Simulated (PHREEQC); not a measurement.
## Spent oxide etchant: speciation

Make-up at 20 °C: 3.1 mmol/kgw NH4HF2, 0.099 mmol/kgw H2SiF6, 61 mmol/kgw HBF4 and 0.77 mmol/kgw H2SO4. Closed to the air; pH follows from the charge balance.

Model: ion-association model, phreeqc.dat, run in PHREEQC.

Precipitation was switched off in this run.

Q: Predict the pH.

A: pH 1.31.

Q: In which forms is S present?

A: HSO4- 69 %, SO4-2 30 %, NH4SO4- 0.5 % of the S.

SiF6-2 is the database's only silicon fluoride. Real BF4- forms and hydrolyses slowly; the run takes it at equilibrium.
